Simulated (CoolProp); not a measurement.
Vapour-liquid equilibrium of propane (1) + n-butane (2) at 64.85 °C; x and y are mole fractions of (1).

Values from CoolProp's multi-fluid Helmholtz-energy mixture model, Lemmon 2009 and Bücker 2006; pair parameters Kunz 2012.

| x | bubble pressure, mixture model (kPa) | bubble pressure, Raoult's law (kPa) | y, mixture model | y, Raoult's law |
|---|---|---|---|---|
| 0.05 | 784.6 | 798.3 | 0.116 | 0.146 |
| 0.15 | (withheld) | 960.1 | 0.303 | 0.365 |
| 0.25 | 1066 | 1122 | 0.448 | 0.520 |
| 0.35 | 1214 | 1284 | (withheld) | 0.637 |
| 0.45 | 1367 | 1446 | 0.658 | 0.727 |
| 0.55 | 1525 | 1608 | 0.738 | 0.799 |
| 0.65 | 1690 | 1769 | (withheld) | 0.858 |
| 0.75 | 1862 | 1931 | 0.868 | 0.907 |
| 0.85 | 2043 | 2093 | (withheld) | 0.949 |
| 0.95 | 2235 | 2255 | (withheld) | 0.984 |

Question: Some entries are withheld; supply them.

Answer: 
- 0.15, bubble pressure, mixture model (kPa): 922.8
- 0.35, y, mixture model: 0.563
- 0.65, y, mixture model: 0.807
- 0.85, y, mixture model: 0.923
- 0.95, y, mixture model: 0.975

The largest gap from Raoult's law is -5.5 % in bubble pressure, at x = 0.35. No azeotrope shows between x = 0.05 and 0.95.

The pair parameters rest on a limited set of measurements; away from them the model extrapolates.
